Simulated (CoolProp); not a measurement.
A Linde-Hampson liquefier for ethane: isothermal reversible compression at 320 K from 1 atm to 40 MPa, throttling to 1 atm, return gas leaving the recuperator 2 K below the feed. Each further row changes one setting.

Computed with CoolProp (reference Helmholtz-energy equation of state, Bücker 2006).

```tsv
case	liquid yield per pass	compression work (kJ/kg of gas)
as stated	0.458	414
high pressure 80 MPa	0.407	499
warm-end temperature 350 K	0.389	482
warm-end gap 7 K	0.451	414
```
